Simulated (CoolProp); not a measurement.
Vapour-liquid equilibrium of n-octane (1) + n-dodecane (2) at 349 kPa; x and y are mole fractions of (1).

Computed with CoolProp (multi-fluid Helmholtz-energy mixture model, Beckmüller 2019 and Lemmon 2004; pair parameters Bell 2016).

Question: Give the bubble temperature and the first vapour's composition at x = 0.15, 0.25, 0.55. Is there an azeotrope?

Answer: x = 0.15: 526.0 K, y = 0.412; x = 0.25: 512.2 K, y = 0.596; x = 0.55: 479.8 K, y = 0.878. No azeotrope shows between x = 0.05 and 0.95.

The pair parameters rest on a limited set of measurements; away from them the model extrapolates.
